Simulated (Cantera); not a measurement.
Thermodynamics of iron carbonyl, mercury and lead vapours, feed Pb + N2

Input: 1 mol Pb, 2.8 mol N2.

Equilibrium computed with Cantera from the NASA thermochemical tables; the gas is ideal and each condensed phase is pure. Candidate condensed phases: Pb; 4 gas species. Rates play no part.

Stable condensed phases:

```
T in K \ P in Pa
              10      52     270    1400    7200   37000  190000 1000000
   1223        A       A       A       B       B       B       B       B
   1173        A       A       B       B       B       B       B       B
   1123        A       A       B       B       B       B       B       B
   1073        A       B       B       B       B       B       B       B
   1023        A       B       B       B       B       B       B       B
    973        B       B       B       B       B       B       B       B
    923        B       B       B       B       B       B       B       B
    873        B       B       B       B       B       B       B       B
    823        B       B       B       B       B       B       B       B
    773        B       B       B       B       B       B       B       B
    723        B       B       B       B       B       B       B       B
    673        B       B       B       B       B       B       B       B
    623        B       B       B       B       B       B       B       B
```

A: gas only; B: Pb.
